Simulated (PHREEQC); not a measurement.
A made-up water analysis in mg/kgw, 25 °C, pH 6.31: Na 8390; K 551; Ca 115; Mg 987; Cl 11700; S(6) as SO4 7150; Alkalinity as HCO3 9.37; Mn(2) 2.86.

Valence states are taken as typed.

Model: ion-association model, phreeqc.dat, run in PHREEQC.

Q: The ionic strength comes out as 0.497 mol/kgw. What activity coefficients do Ca+2, K+, KSO4-, Cl-, HCO3- get?

A: Ca+2 0.26, K+ 0.64, KSO4- 0.69, Cl- 0.65, HCO3- 0.69.

This is a speciation only: nothing precipitates in the calculation. Complexes and solids missing from the database can't appear.
